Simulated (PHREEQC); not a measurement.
Dissolve 0.0021 mol CaSO4, 0.014 mol CO2 and 0.25 mol KCl per kg of water at 67 °C. Closed to the air; pH follows from the charge balance.

Computed with PHREEQC (ion-association model, phreeqc.dat).

No solid was allowed to form.

Question: Order these S species by the share of S that they hold, largest first: HSO4-, SO4-2, CaSO4, KSO4-.

Answer: SO4-2 (56 %), KSO4- (42 %), CaSO4 (1.7 %), HSO4- (0.44 %)

The pH is 4.07 and the ionic strength 0.257 mol/kgw. Species that the database lacks are ignored. At this temperature some constants are extrapolated from 25 °C, and those without enthalpy data are left unchanged.
